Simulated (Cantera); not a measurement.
Input (Python, Cantera) and output of one run.

```python
import numpy as np
import cantera as ct

gas_names = """
    HF N NH3 F2 H N2 F H2 NF3
""".split()
cond_names = """

""".split()


# ... load() reads the species with a 1 bar reference pressure and builds the phases ...
species = {s.name: s for s in load("nasa_gas.yaml", gas_names) + load("nasa_condensed.yaml", cond_names)}
# Each term lists the table entries of one substance; the one whose range holds T is used.
reactions = {
    '6 HF(g) + 2 N(g) = 2 NH3(g) + 3 F2(g)':
        [(-6, ['HF']), (-2, ['N']), (2, ['NH3']), (3, ['F2'])],
    '2 NH3(g) = 6 H(g) + N2(g)':
        [(-2, ['NH3']), (6, ['H']), (1, ['N2'])],
    '2 F(g) + H2(g) = 2 HF(g)':
        [(-2, ['F']), (-1, ['H2']), (2, ['HF'])],
    '2 NF3(g) + 3 H2(g) = 3 F2(g) + 2 NH3(g)':
        [(-2, ['NF3']), (-3, ['H2']), (3, ['F2']), (2, ['NH3'])],
}


def pick(names, T):
    return next(species[n] for n in names if species[n].thermo.min_temp <= T <= species[n].thermo.max_temp)


results = []
for label, terms in reactions.items():
    print(label)
    print("     T/K   dH/kJ  dS/(J/K)   dG/kJ   log10 K")
    for T in [1498, 1698, 1898, 2098, 2298, 2498, 2698]:
        used = [(nu, pick(names, T)) for nu, names in terms]
        dH = sum(nu * s.thermo.h(T) for nu, s in used) / 1e6
        dS = sum(nu * s.thermo.s(T) for nu, s in used) / 1e3
        dG = dH - T * dS / 1e3
        logK = -dG * 1e6 / (ct.gas_constant * T * np.log(10))
        results.append((label, T, dH, dS, dG, logK, [s.name for _, s in used]))
        print(f"{T:8g} {dH:8.1f} {dS:8.1f} {dG:8.1f} {logK:8.2f}")
```

Result:

```
6 HF(g) + 2 N(g) = 2 NH3(g) + 3 F2(g)
     T/K   dH/kJ  dS/(J/K)   dG/kJ   log10 K
    1498    587.5   -383.5   1162.0   -40.52
    1698    590.1   -381.9   1238.5   -38.10
    1898    593.0   -380.3   1314.8   -36.18
    2098    596.1   -378.7   1390.7   -34.62
    2298    599.3   -377.3   1466.3   -33.33
    2498    602.4   -376.0   1541.6   -32.23
    2698    605.3   -374.9   1616.7   -31.30
2 NH3(g) = 6 H(g) + N2(g)
     T/K   dH/kJ  dS/(J/K)   dG/kJ   log10 K
    1498   1461.6    589.4    578.7   -20.18
    1698   1466.6    592.6    460.5   -14.17
    1898   1470.8    594.8    341.7    -9.40
    2098   1474.1    596.5    222.6    -5.54
    2298   1476.7    597.7    103.2    -2.34
    2498   1478.8    598.6    -16.5     0.34
    2698   1480.3    599.2   -136.3     2.64
2 F(g) + H2(g) = 2 HF(g)
     T/K   dH/kJ  dS/(J/K)   dG/kJ   log10 K
    1498   -719.4   -122.9   -535.3    18.66
    1698   -721.3   -124.1   -510.6    15.71
    1898   -723.1   -125.1   -485.6    13.37
    2098   -724.7   -125.9   -460.5    11.47
    2298   -726.2   -126.6   -435.3     9.89
    2498   -727.6   -127.2   -409.9     8.57
    2698   -729.0   -127.7   -384.4     7.44
2 NF3(g) + 3 H2(g) = 3 F2(g) + 2 NH3(g)
     T/K   dH/kJ  dS/(J/K)   dG/kJ   log10 K
    1498    136.8     29.8     92.1    -3.21
    1698    133.4     27.7     86.4    -2.66
    1898    130.4     26.0     81.0    -2.23
    2098    127.6     24.6     76.0    -1.89
    2298    124.9     23.4     71.2    -1.62
    2498    122.2     22.2     66.6    -1.39
    2698    119.3     21.1     62.3    -1.21
```

Source: NASA polynomial tables (part measured, part estimated), evaluated in Cantera. Condensed species are held in their standard states even where they would react or evaporate.
